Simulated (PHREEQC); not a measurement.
**Brine (model solution)**

Make-up at 50 °C: 0.23 mol/kgw NaOH and 1.4e-05 mol/kgw Na2B4O7. Closed to the air; pH follows from the charge balance.

The numbers come from PHREEQC with the ion-association model, wateq4f.dat.

No solid was allowed to form.

Question: Estimate the pH.

Answer: pH 12.48.

Away from 25 °C the constants follow the database's enthalpies or fits; those with neither stay at their 25 °C values.
